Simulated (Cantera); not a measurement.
An adiabatic, constant-pressure homogeneous reactor starts with H2 : O2 : N2 : H2O = 1 : 0.312 : 1.17 : 0.061 (molar parts), equivalence ratio 1.6, at 1548 K and 1.01 bar. Integrator tolerance rtol = 1e-08.

Cantera simulation using GRI-Mech 3.0 (53 species, 325 reactions); the numbers are that mechanism's predictions, not measurements.

Q: What does this change do: initial temperature 1548 to 1250 K?

A: 
```json
[
 {"quantity": "time of steepest temperature rise", "before": "11.9 µs", "after": "38.2 µs"},
 {"quantity": "temperature at 9.00 s", "before": "2833 K", "after": "2720 K"},
 {"quantity": "equilibrium temperature", "before": "2833 K", "after": "2720 K"},
 {"quantity": "x(H2) at 9.00 s", "before": "0.162 (gas-phase equilibrium 0.162)", "after": "0.163 (gas-phase equilibrium 0.163)"},
 {"quantity": "x(O2) at 9.00 s", "before": "0.00170 (gas-phase equilibrium 0.00170)", "after": "0.000771 (gas-phase equilibrium 0.000771)"},
 {"quantity": "x(H2O) at 9.00 s", "before": "0.270 (gas-phase equilibrium 0.270)", "after": "0.285 (gas-phase equilibrium 0.285)"},
 {"quantity": "x(NO2) at 9.00 s", "before": "1.65e-7 (gas-phase equilibrium 1.65e-7)", "after": "7.05e-8 (gas-phase equilibrium 7.05e-8)"},
 {"quantity": "x(H) at 9.00 s", "before": "0.0370 (gas-phase equilibrium 0.0370)", "after": "0.0247 (gas-phase equilibrium 0.0247)"}
]
```

Q: What does this change do: pressure from 1.01 bar to 1.50 bar?

A: 
```
quantity                                                            before                                    after
---------------------------------  ---------------------------------------  ---------------------------------------
time of steepest temperature rise                                  11.9 µs                                  8.05 µs
temperature at 9.00 s                                               2833 K                                   2865 K
equilibrium temperature                                             2833 K                                   2865 K
x(H2) at 9.00 s                        0.162 (gas-phase equilibrium 0.162)      0.163 (gas-phase equilibrium 0.163)
x(O2) at 9.00 s                    0.00170 (gas-phase equilibrium 0.00170)  0.00147 (gas-phase equilibrium 0.00147)
x(H2O) at 9.00 s                       0.270 (gas-phase equilibrium 0.270)      0.273 (gas-phase equilibrium 0.273)
x(NO2) at 9.00 s                   1.65e-7 (gas-phase equilibrium 1.65e-7)  1.77e-7 (gas-phase equilibrium 1.77e-7)
x(H) at 9.00 s                       0.0370 (gas-phase equilibrium 0.0370)    0.0340 (gas-phase equilibrium 0.0340)
```
